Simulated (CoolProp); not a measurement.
Vapour-liquid equilibrium of isohexane (1) + n-hexane (2) at 0.0347 MPa; x and y are mole fractions of (1).

Values from CoolProp's multi-fluid Helmholtz-energy mixture model, Lemmon 2006 and Thol 2019; pair parameters Bell 2016.

Task: Give the bubble temperature and the first vapour's composition at x = 0.05, 0.2, 0.65. Is there an azeotrope?

Result: x = 0.05: 310.8 K, y = 0.068; x = 0.2: 309.3 K, y = 0.258; x = 0.65: 305.6 K, y = 0.716. No azeotrope shows between x = 0.05 and 0.95.

Pair parameters are fitted to limited data, so mixtures are less certain than the pure fluids.
